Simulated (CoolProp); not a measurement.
Vapour-liquid equilibrium of cyclopentane (1) + octamethylcyclotetrasiloxane (D4) (2) at 387 kPa; x and y are mole fractions of (1).

Computed with CoolProp (multi-fluid Helmholtz-energy mixture model, Gedanitz 2015 and Thol 2015; pair parameters Bell 2016).

```json
[
 {"x": "0.05", "bubble temperature (°C)": "226.3", "y at the bubble point": "0.197", "dew temperature at overall composition x (°C)": "234.8", "liquid density (mol/L)": "2.407"},
 {"x": "0.15", "bubble temperature (°C)": "203.5", "y at the bubble point": "0.524", "dew temperature at overall composition x (°C)": "229.1", "liquid density (mol/L)": "2.753"},
 {"x": "0.25", "bubble temperature (°C)": "___", "y at the bubble point": "___", "dew temperature at overall composition x (°C)": "223.1", "liquid density (mol/L)": "3.139"},
 {"x": "0.35", "bubble temperature (°C)": "162.7", "y at the bubble point": "0.858", "dew temperature at overall composition x (°C)": "216.6", "liquid density (mol/L)": "___"},
 {"x": "0.45", "bubble temperature (°C)": "146.6", "y at the bubble point": "___", "dew temperature at overall composition x (°C)": "209.4", "liquid density (mol/L)": "4.059"},
 {"x": "0.55", "bubble temperature (°C)": "___", "y at the bubble point": "0.960", "dew temperature at overall composition x (°C)": "___", "liquid density (mol/L)": "4.626"},
 {"x": "0.65", "bubble temperature (°C)": "122.4", "y at the bubble point": "0.979", "dew temperature at overall composition x (°C)": "191.7", "liquid density (mol/L)": "5.302"},
 {"x": "0.75", "bubble temperature (°C)": "113.2", "y at the bubble point": "0.990", "dew temperature at overall composition x (°C)": "180.1", "liquid density (mol/L)": "6.133"},
 {"x": "0.85", "bubble temperature (°C)": "105.6", "y at the bubble point": "___", "dew temperature at overall composition x (°C)": "164.3", "liquid density (mol/L)": "7.187"},
 {"x": "0.95", "bubble temperature (°C)": "99.4", "y at the bubble point": "0.999", "dew temperature at overall composition x (°C)": "137.6", "liquid density (mol/L)": "8.578"}
]
```

Question: What belongs in the gaps?

Answer: 
- 0.25, bubble temperature (°C): 181.8
- 0.25, y at the bubble point: 0.737
- 0.35, liquid density (mol/L): 3.570
- 0.45, y at the bubble point: 0.924
- 0.55, bubble temperature (°C): 133.4
- 0.55, dew temperature at overall composition x (°C): 201.3
- 0.85, y at the bubble point: 0.996

No azeotrope shows between x = 0.05 and 0.95.

Pair parameters are fitted to limited data, so mixtures are less certain than the pure fluids. With so large a gap from Raoult's law the liquid may split in two, which this calculation doesn't test in full.
